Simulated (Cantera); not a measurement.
Input: 1 mol BN, 2.9 mol Cl₂, 70 mol N₂, at 1375 K and 0.133 bar.

Equilibrium computed with Cantera from the NASA thermochemical tables; the gas is ideal and each condensed phase is pure. Candidate condensed phases: B, BN; 10 gas species. Kinetics and transport are ignored.

Base state: N₂ 0.963, Cl₂ 0.0152, BCl₃ 0.0137, Cl 0.00788 (mole fractions); condensed: gas only.

**Question.** What changes in the equilibrium state with this change: BN replaced by Si₃N₄?

**Answer.** 
| species | before | after |
|---|---|---|
| N₂ | 0.963 | 0.979 |
| SiCl₄ | 0 | 0.0176 |
| SiCl₃ | 0 | 0.00231 |
| Cl₂ | 0.0152 | 8.41e-9 |
| BCl₃ | 0.0137 | 0 |
| SiCl₂ | 0 | 0.00139 |
| Cl | 0.00788 | 5.87e-6 |
| Si₃N₄(s), mol | 0 | 0.486 |
The tables' values for SiCl₃ are old estimates; treat these amounts as uncertain. Further candidate phases: Si, Si₃N₄.

**Question.** What changes in the equilibrium state with this change: temperature from 1375 K to 1623 K?

**Answer.** 
| species | before | after |
|---|---|---|
| N₂ | 0.963 | 0.954 |
| Cl | 0.00788 | 0.0263 |
| BCl₃ | 0.0137 | 0.0135 |
| Cl₂ | 0.0152 | 0.00582 |
